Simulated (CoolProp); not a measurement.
Saturation properties of CH3F (R41) (Tc = 317.3 K, pc = 5906 kPa, ω = 0.200).

Computed with CoolProp (reference Helmholtz-energy equation of state, Lemmon 2006). It is a short technical equation, of lower accuracy than the large ones.

```csv
T (K),p (kPa),vapour density (kg/m³),enthalpy of vaporisation (kJ/kg),liquid cp (kJ/(kg K)),surface tension (mN/m)
191.7,85.18,1.891,491.9,2.068,16.0
198.1,121.2,2.629,483.0,2.077,15.0
204.6,169.0,3.591,473.6,2.089,14.0
211,229.4,4.788,464.0,2.105,13.0
217.5,306.6,6.304,453.7,2.126,12.0
223.9,400.9,8.141,443.0,2.150,11.1
230.4,517.8,10.42,431.5,2.181,10.1
236.8,656.5,13.13,419.6,2.217,9.19
243.3,824.4,16.45,406.6,2.261,8.28
249.7,1020,20.37,393.0,2.313,7.40
256.2,1251,25.13,378.1,2.377,6.52
262.6,1516,30.75,362.3,2.455,5.69
```

It boils at 194.8 K under 1 atm.

Surface tension comes from a separate correlation (Mulero 2012).
